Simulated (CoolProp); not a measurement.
Properties of R245fa along the isobar 3.22 MPa (Tc = 427.0 K, pc = 3.651 MPa, ω = 0.378).

Values from CoolProp's reference Helmholtz-energy equation of state, Akasaka 2015.

```json
[
 {"T (K)": "371.3", "phase": "liquid", "density (kg/m³)": "1122", "Joule-Thomson coefficient (K/MPa)": "0.1701", "viscosity (µPa s)": "181", "conductivity (mW/(m K))": "72.6"},
 {"T (K)": "375.2", "phase": "liquid", "density (kg/m³)": "1106", "Joule-Thomson coefficient (K/MPa)": "0.2207", "viscosity (µPa s)": "173", "conductivity (mW/(m K))": "71.5"},
 {"T (K)": "379.2", "phase": "liquid", "density (kg/m³)": "1089", "Joule-Thomson coefficient (K/MPa)": "0.2805", "viscosity (µPa s)": "164", "conductivity (mW/(m K))": "70.3"},
 {"T (K)": "383.1", "phase": "liquid", "density (kg/m³)": "1072", "Joule-Thomson coefficient (K/MPa)": "0.3483", "viscosity (µPa s)": "157", "conductivity (mW/(m K))": "69.1"},
 {"T (K)": "387.1", "phase": "liquid", "density (kg/m³)": "1054", "Joule-Thomson coefficient (K/MPa)": "0.4303", "viscosity (µPa s)": "149", "conductivity (mW/(m K))": "67.9"},
 {"T (K)": "391", "phase": "liquid", "density (kg/m³)": "1035", "Joule-Thomson coefficient (K/MPa)": "0.5262", "viscosity (µPa s)": "142", "conductivity (mW/(m K))": "66.6"},
 {"T (K)": "395", "phase": "liquid", "density (kg/m³)": "1014", "Joule-Thomson coefficient (K/MPa)": "0.6465", "viscosity (µPa s)": "134", "conductivity (mW/(m K))": "65.3"},
 {"T (K)": "398.9", "phase": "liquid", "density (kg/m³)": "991.9", "Joule-Thomson coefficient (K/MPa)": "0.7935", "viscosity (µPa s)": "127", "conductivity (mW/(m K))": "64.0"},
 {"T (K)": "402.9", "phase": "liquid", "density (kg/m³)": "966.9", "Joule-Thomson coefficient (K/MPa)": "0.9891", "viscosity (µPa s)": "119", "conductivity (mW/(m K))": "62.6"},
 {"T (K)": "406.8", "phase": "liquid", "density (kg/m³)": "939.7", "Joule-Thomson coefficient (K/MPa)": "1.248", "viscosity (µPa s)": "112", "conductivity (mW/(m K))": "61.1"},
 {"T (K)": "410.8", "phase": "liquid", "density (kg/m³)": "907.3", "Joule-Thomson coefficient (K/MPa)": "1.632", "viscosity (µPa s)": "104", "conductivity (mW/(m K))": "59.5"},
 {"T (K)": "414.7", "phase": "liquid", "density (kg/m³)": "868.6", "Joule-Thomson coefficient (K/MPa)": "2.239", "viscosity (µPa s)": "96.3", "conductivity (mW/(m K))": "57.9"},
 {"T (K)": "418.7", "phase": "liquid", "density (kg/m³)": "813.7", "Joule-Thomson coefficient (K/MPa)": "3.522", "viscosity (µPa s)": "86.5", "conductivity (mW/(m K))": "56.1"},
 {"T (K)": "422.6", "phase": "gas", "density (kg/m³)": "243.1", "Joule-Thomson coefficient (K/MPa)": "18.32", "viscosity (µPa s)": "23.9", "conductivity (mW/(m K))": "38.1"}
]
```

Viscosity comes from a separate model (Bell 2016), an estimate that may be off by 10 % or more. Thermal conductivity comes from a separate model (Huber 2003), an estimate that may be off by 10 % or more.
